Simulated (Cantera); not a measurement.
Input: 1 mol Si₃H₈, 0.68 mol Cl₂, 16 mol N₂, held at 5400 Pa.

Cantera equilibrium calculation (NASA polynomials, part measured and part estimated; ideal gas, pure solids and liquids). Candidate condensed phases: NH₄Cl, Si, Si₃N₄; 28 gas species. The feed counts by its element totals alone. N₂ is the only nitrogen source here; it is nearly inert below about 1500 K, so the nitride shown seldom forms there in practice. The numbers say what is thermodynamically allowed, not how fast it happens.

Over these rows the condensed part is Si₃N₄(s). Partial pressures as log10 of bar:

```json
[
 {"T (K)": "973", "1000/T (1/K)": "1.0277", "log p SiCl₂": "-9.22", "log p N₂": "-1.39", "log p H₂": "-2.02", "log p HCl": "-2.41"},
 {"T (K)": "1073", "1000/T (1/K)": "0.9320", "log p SiCl₂": "-7.89", "log p N₂": "-1.39", "log p H₂": "-2.02", "log p HCl": "-2.41"},
 {"T (K)": "1173", "1000/T (1/K)": "0.8525", "log p SiCl₂": "-6.79", "log p N₂": "-1.39", "log p H₂": "-2.02", "log p HCl": "-2.41"},
 {"T (K)": "1273", "1000/T (1/K)": "0.7855", "log p SiCl₂": "?", "log p N₂": "-1.39", "log p H₂": "-2.02", "log p HCl": "-2.41"},
 {"T (K)": "1373", "1000/T (1/K)": "0.7283", "log p SiCl₂": "-5.09", "log p N₂": "-1.39", "log p H₂": "-2.02", "log p HCl": "-2.41"},
 {"T (K)": "1473", "1000/T (1/K)": "0.6789", "log p SiCl₂": "-4.43", "log p N₂": "-1.39", "log p H₂": "-2.02", "log p HCl": "-2.42"}
]
```

Q: Fit log p(SiCl₂) = a + b·(1000/T) to the five rows, give the apparent enthalpy, and predict the row at 1273 K.

A: Means: 1000/T = 0.8439, log p = -6.684. Sxy = -1.129453, Sxx = 0.0822064, so b = -13.74 and a = -6.684 − (-13.74)×0.8439 = 4.91.
Apparent enthalpy: −19.145 × (-13.74) = 263 kJ/mol. With the condensed phases at unit activity, 1/3 Si₃N₄(s) + 2 HCl(g) = SiCl₂(g) + 2/3 N₂(g) + H₂(g) links this pressure to the main gases: over the six rows their terms move log p by -0.02 in all, so the slope is close to that reaction's ΔH°. The five rows lie within 0.01 of the line.
Prediction at 1273 K: 4.91 + (-13.74)×0.7855 = -5.88. The computed value is -5.87, 0.01 from the line.
